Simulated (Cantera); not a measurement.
Input: 1 mol CF4, 0.29 mol H2, equilibrated at 2650 K and 0.0133 bar.

Cantera equilibrium calculation (NASA polynomials, part measured and part estimated; ideal gas, pure solids and liquids). Candidate condensed phases: C, C6H6, C7H8, C8H18; 95 gas species. Gases not in the tables: C2F6 and larger saturated fluorocarbons. Rates play no part.

Base state: F 0.594, CF2 0.198, HF 0.175, CF 0.0299, CF3 0.00162, CF4 0.00134, C3 0.000336, H 0.000146 (mole fractions); condensed: C(graphite).

Question: What changes in the equilibrium state with this change: temperature from 2650 K to 1423.15 K?

Answer: 
```
species             before    after
----------------  --------  -------
CF4                0.00134    0.596
HF                   0.175    0.404
CF2                  0.198  8.51e-5
F                    0.594  1.12e-5
CF                  0.0299    <1e-9
C3                0.000336    <1e-9
C                  8.72e-5    <1e-9
C(graphite), mol     0.229    0.145
```

Question: What changes in the equilibrium state with this change: H2 from 0.29 to 8.3 mol?

Answer: 
```tsv
species	before	after
H2	1.30e-7	0.397
HF	0.175	0.338
H	0.000146	0.256
F	0.594	0.000657
CF2	0.198	2.43e-7
CF	0.0299	3.31e-5
C2H2 (acetylene)	2.55e-9	0.00779
CF3	0.00162	<1e-9
C(graphite), mol	0.229	0.787
```
